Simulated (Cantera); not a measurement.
What does this Cantera script print?

```python
import numpy as np
import cantera as ct

gas_names = """
    Br2 H2 HBr SiBr4 ALBr3
""".split()
cond_names = """
    Ca(a) Ca(b) Ca(L) CaBr2(s) CaBr2(L) Hg(cr) Hg(L) HgBr2(s) HgBr2(L) Si(cr) Si(L) Mg(cr) Mg(L)
    MgBr2(s) MgBr2(L) Ba(cr) Ba(L) BaBr2(s) BaBr2(L) AL(cr) AL(L)
""".split()


# ... load() reads the species with a 1 bar reference pressure and builds the phases ...
species = {s.name: s for s in load("nasa_gas.yaml", gas_names) + load("nasa_condensed.yaml", cond_names)}
# Each term lists the table entries of one substance; the one whose range holds T is used.
reactions = {
    'Ca + Br2(g) = CaBr2':
        [(-1, ['Ca(a)', 'Ca(b)', 'Ca(L)']), (-1, ['Br2']), (1, ['CaBr2(s)', 'CaBr2(L)'])],
    'H2(g) + Br2(g) = 2 HBr(g)':
        [(-1, ['H2']), (-1, ['Br2']), (2, ['HBr'])],
    'Hg + Br2(g) = HgBr2':
        [(-1, ['Hg(cr)', 'Hg(L)']), (-1, ['Br2']), (1, ['HgBr2(s)', 'HgBr2(L)'])],
    '0.5 Si + Br2(g) = 0.5 SiBr4(g)':
        [(-0.5, ['Si(cr)', 'Si(L)']), (-1, ['Br2']), (0.5, ['SiBr4'])],
    'Mg + Br2(g) = MgBr2':
        [(-1, ['Mg(cr)', 'Mg(L)']), (-1, ['Br2']), (1, ['MgBr2(s)', 'MgBr2(L)'])],
    'Ba + Br2(g) = BaBr2':
        [(-1, ['Ba(cr)', 'Ba(L)']), (-1, ['Br2']), (1, ['BaBr2(s)', 'BaBr2(L)'])],
    '0.6667 Al + Br2(g) = 0.6667 AlBr3(g)':
        [(-0.6666666666666666, ['AL(cr)', 'AL(L)']), (-1, ['Br2']), (0.6666666666666666, ['ALBr3'])],
}


def pick(names, T):
    return next(species[n] for n in names if species[n].thermo.min_temp <= T <= species[n].thermo.max_temp)


results = []
for label, terms in reactions.items():
    print(label)
    print("     T/K   dH/kJ  dS/(J/K)   dG/kJ   log10 K")
    for T in [300, 523, 548, 573, 598, 623, 648, 673, 698]:
        used = [(nu, pick(names, T)) for nu, names in terms]
        dH = sum(nu * s.thermo.h(T) for nu, s in used) / 1e6
        dS = sum(nu * s.thermo.s(T) for nu, s in used) / 1e3
        dG = dH - T * dS / 1e3
        logK = -dG * 1e6 / (ct.gas_constant * T * np.log(10))
        results.append((label, T, dH, dS, dG, logK, [s.name for _, s in used]))
        print(f"{T:8g} {dH:8.1f} {dS:8.1f} {dG:8.1f} {logK:8.2f}")
```

Output:

```
Ca + Br2(g) = CaBr2
     T/K   dH/kJ  dS/(J/K)   dG/kJ   log10 K
     300   -714.2   -158.2   -666.7   116.08
     523   -711.1   -150.5   -632.3    63.15
     548   -710.7   -149.9   -628.6    59.91
     573   -710.4   -149.3   -624.8    56.96
     598   -710.1   -148.8   -621.1    54.25
     623   -709.8   -148.3   -617.4    51.76
     648   -709.5   -147.8   -613.7    49.47
     673   -709.2   -147.3   -610.0    47.34
     698   -708.9   -146.9   -606.3    45.37
H2(g) + Br2(g) = 2 HBr(g)
     T/K   dH/kJ  dS/(J/K)   dG/kJ   log10 K
     300   -103.8     21.2   -110.2    19.18
     523   -105.5     17.1   -114.4    11.43
     548   -105.7     16.8   -114.8    10.95
     573   -105.8     16.4   -115.2    10.51
     598   -106.0     16.1   -115.7    10.10
     623   -106.2     15.9   -116.1     9.73
     648   -106.3     15.6   -116.4     9.39
     673   -106.5     15.4   -116.8     9.07
     698   -106.6     15.2   -117.2     8.77
Hg + Br2(g) = HgBr2
     T/K   dH/kJ  dS/(J/K)   dG/kJ   log10 K
     300   -200.3   -151.1   -155.0    26.99
     523   -179.0   -108.1   -122.5    12.24
     548   -178.1   -106.3   -119.8    11.42
     573   -177.1   -104.6   -117.2    10.68
     598   -176.2   -103.0   -114.6    10.01
     623   -175.3   -101.5   -112.1     9.39
     648   -174.3   -100.0   -109.5     8.83
     673   -173.4    -98.6   -107.1     8.31
     698   -172.4    -97.2   -104.6     7.83
0.5 Si + Br2(g) = 0.5 SiBr4(g)
     T/K   dH/kJ  dS/(J/K)   dG/kJ   log10 K
     300   -238.6    -65.2   -219.1    38.15
     523   -238.0    -63.7   -204.7    20.45
     548   -238.0    -63.5   -203.2    19.36
     573   -237.9    -63.4   -201.6    18.37
     598   -237.8    -63.3   -200.0    17.47
     623   -237.7    -63.2   -198.4    16.63
     648   -237.7    -63.0   -196.8    15.87
     673   -237.6    -62.9   -195.2    15.15
     698   -237.5    -62.8   -193.7    14.49
Mg + Br2(g) = MgBr2
     T/K   dH/kJ  dS/(J/K)   dG/kJ   log10 K
     300   -555.2   -160.8   -506.9    88.26
     523   -552.0   -152.9   -472.0    47.14
     548   -551.6   -152.2   -468.2    44.63
     573   -551.2   -151.5   -464.4    42.33
     598   -550.8   -150.8   -460.6    40.23
     623   -550.4   -150.2   -456.8    38.30
     648   -550.0   -149.5   -453.1    36.52
     673   -549.6   -148.9   -449.4    34.88
     698   -549.2   -148.3   -445.7    33.35
Ba + Br2(g) = BaBr2
     T/K   dH/kJ  dS/(J/K)   dG/kJ   log10 K
     300   -788.6   -159.2   -740.9   128.99
     523   -785.8   -152.2   -706.2    70.53
     548   -785.5   -151.6   -702.4    66.95
     573   -785.2   -151.0   -698.6    63.69
     598   -784.8   -150.4   -694.9    60.70
     623   -784.5   -149.9   -691.1    57.94
     648   -784.2   -149.4   -687.4    55.41
     673   -783.8   -148.9   -683.7    53.06
     698   -783.5   -148.4   -679.9    50.88
0.6667 Al + Br2(g) = 0.6667 AlBr3(g)
     T/K   dH/kJ  dS/(J/K)   dG/kJ   log10 K
     300   -304.5    -31.4   -295.1    51.39
     523   -304.9    -32.4   -288.0    28.76
     548   -305.0    -32.5   -287.2    27.38
     573   -305.0    -32.5   -286.4    26.11
     598   -305.1    -32.6   -285.6    24.94
     623   -305.1    -32.7   -284.8    23.87
     648   -305.2    -32.8   -283.9    22.89
     673   -305.2    -32.9   -283.1    21.97
     698   -305.3    -33.0   -282.3    21.12
```

Cantera with NASA thermochemical tables; ideal gases at 1 bar, condensed phases pure. Condensed species are held in their standard states even where they would react or evaporate.
